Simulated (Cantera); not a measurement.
A perfectly stirred reactor is fed with H2 : O2 : N2 = 1 : 0.455 : 1.71 (molar parts), equivalence ratio 1.1, at 1000000 Pa; it is adiabatic with a 575 K inlet, and is followed from long to short residence time, starting on the burning branch (τ in s: 0.055, 0.02, 0.0073, 0.0027, 0.00097, 0.00035, 0.00013, 4.7e-05, 1.7e-05, 6.2e-06).

Computed with Cantera and the H2/O2 subset of GRI-Mech 3.0, which has no nitrogen chemistry. The hydrogen kinetics of GRI-Mech 3.0 are dated; newer H2 mechanisms differ, most at raised pressure.

Question: What does this change do: N2 1.71 to 2.5 parts?

Answer: 
| quantity | before | after |
|---|---|---|
| blow-out, bracketed by the residence times tried | burning at 6.20 µs, the shortest tried | burning at 6.20 µs, the shortest tried |
| x(H2) at τ = 55.0 ms | 0.0365 | 0.0260 |
| x(O2) at τ = 55.0 ms | 0.000908 | 6.82e-5 |
| x(H2O2) at τ = 55.0 ms | 2.83e-7 | 2.78e-8 |
| x(H2O) at τ = 55.0 ms | 0.327 | 0.259 |
| x(O) at τ = 55.0 ms | 0.000249 | 1.09e-5 |
| x(H2) at τ = 0.350 ms | 0.0396 | 0.0294 |
| x(O2) at τ = 0.350 ms | 0.00222 | 0.00162 |
| x(H2O2) at τ = 0.350 ms | 5.36e-7 | 4.39e-7 |
| x(H2O) at τ = 0.350 ms | 0.320 | 0.252 |
| x(O) at τ = 0.350 ms | 0.000511 | 0.000235 |
